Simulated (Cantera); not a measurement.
A perfectly stirred reactor is fed with CH4 : O2 : N2 = 1 : 2.17 : 12 (molar parts), equivalence ratio 0.92, at 4.70 bar; it is adiabatic with a 373 K inlet, and is followed from long to short residence time, starting on the burning branch (τ in s: 0.084, 0.033, 0.013, 0.0052, 0.002, 0.00081, 0.00032, 0.00013, 5e-05, 2e-05).

Cantera simulation using GRI-Mech 3.0 (53 species, 325 reactions); the numbers are that mechanism's predictions, not measurements.

**Question.** What does this change do: inlet temperature 373 to 525 K?

**Answer.** 
```csv
quantity,before,after
"blow-out, bracketed by the residence times tried","burning at 0.320 ms, out at 0.130 ms","burning at 0.130 ms, out at 50.0 µs"
x(CH4) at τ = 84.0 ms,7.36e-6,4.73e-6
x(O2) at τ = 84.0 ms,0.0114,0.0114
x(C2H6) at τ = 84.0 ms,4.82e-10,1.02e-10
x(C2H2) at τ = 84.0 ms,9.70e-9,3.19e-9
x(CH3) at τ = 84.0 ms,2.23e-6,1.68e-6
x(CH4) at τ = 0.810 ms,0.000192,0.000123
x(O2) at τ = 0.810 ms,0.0155,0.0152
x(C2H6) at τ = 0.810 ms,8.38e-8,2.35e-8
x(C2H2) at τ = 0.810 ms,4.72e-7,2.29e-7
x(CH3) at τ = 0.810 ms,4.45e-5,3.53e-5
```
